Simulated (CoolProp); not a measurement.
Vapour-liquid equilibrium of propane (1) + isohexane (2) at 0.00733 MPa; x and y are mole fractions of (1).

The numbers come from the multi-fluid Helmholtz-energy mixture model, Lemmon 2009 and Lemmon 2006; pair parameters Bell 2016 in CoolProp.

```tsv
x	bubble temperature (K)	y at the bubble point	dew temperature at overall composition x (K)	liquid density (mol/L)
0.05	234.5	0.890	268.3	[?]
0.125	216.3	0.976	266.8	8.815
0.2	207.9	0.990	265.2	9.205
0.275	202.6	0.995	263.4	9.584
0.35	198.9	0.997	261.5	9.968
0.425	[?]	0.998	259.4	10.37
0.5	193.9	0.998	257.0	10.78
0.575	192.0	0.999	[?]	[?]
0.65	[?]	0.999	251.2	11.69
0.725	189.1	0.999	247.5	[?]
0.8	187.8	1.000	242.7	12.71
0.875	186.7	1.000	236.2	13.28
0.95	185.6	1.000	224.6	13.89
```

### Question
Complete the blanks.

### Answer

- 0.05, liquid density (mol/L): 8.350
- 0.425, bubble temperature (K): 196.1
- 0.575, dew temperature at overall composition x (K): 254.3
- 0.575, liquid density (mol/L): 11.22
- 0.65, bubble temperature (K): 190.5
- 0.725, liquid density (mol/L): 12.18

No azeotrope shows between x = 0.05 and 0.95.

Pair parameters are fitted to limited data, so mixtures are less certain than the pure fluids.
